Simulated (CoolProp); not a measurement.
Model: reference Helmholtz-energy equation of state, Thol 2014, in CoolProp.

**Question.** For chloromethane (R40), give the phase and the Z, speed of sound (m/s), expansivity (1/kK) at 174.35 °C and 49.5 bar; 174.35 °C and 297 bar; 174.35 °C and 643 bar.

**Answer.** 
- 174.35 °C and 49.5 bar: gas; Z 0.760, speed of sound 251, expansivity 5.31
- 174.35 °C and 297 bar: supercritical; Z 0.582, speed of sound 599, expansivity 3.06
- 174.35 °C and 643 bar: supercritical; Z 1.09, speed of sound 871, expansivity 1.69
